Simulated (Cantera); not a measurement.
Charge: 1 mol Si, 0.87 mol CO2, 9.9 mol N2, at 0.000500 bar.

Equilibrium computed with Cantera from the NASA thermochemical tables; the gas is ideal and each condensed phase is pure. Candidate condensed phases: C, Si, SiC, SiO2, Si2N2O, Si3N4; 34 gas species. N2 is the only nitrogen source here; it is nearly inert below about 1500 K, so the nitride shown seldom forms there in practice. Mutual solubility and eutectic melting of coexisting phases are not modelled. The tables hold silica as quartz up to 1696 K and as liquid above; real silica turns to tridymite and cristobalite and melts near 1996 K. Equilibrium is a limit: real reactors are often held back by kinetics, nucleation or transport.

Which condensed phases are stable at each of these points (T (K)): 973, 1048, 1123, 1198, 1273, 1348, 1423?


| T (K) | condensed phases | Si condensed (%) |
|---|---|---|
| 973 | C(graphite) + SiO2(β-quartz) + Si2N2O(s) | 100.0 |
| 1048 | SiO2(β-quartz) + Si2N2O(s) | 100.0 |
| 1123 | SiO2(β-quartz) + Si2N2O(s) | 100.0 |
| 1198 | SiO2(β-quartz) + Si2N2O(s) | 100.0 |
| 1273 | SiO2(β-quartz) + Si2N2O(s) | 100.0 |
| 1348 | SiO2(β-quartz) + Si2N2O(s) | 99.4 |
| 1423 | SiO2(β-quartz) + Si2N2O(s) | 93.1 |

At 973 K the condensed part is C(graphite) + SiO2(β-quartz) + Si2N2O(s). From 1048 K to 1423 K the condensed part is SiO2(β-quartz) + Si2N2O(s).
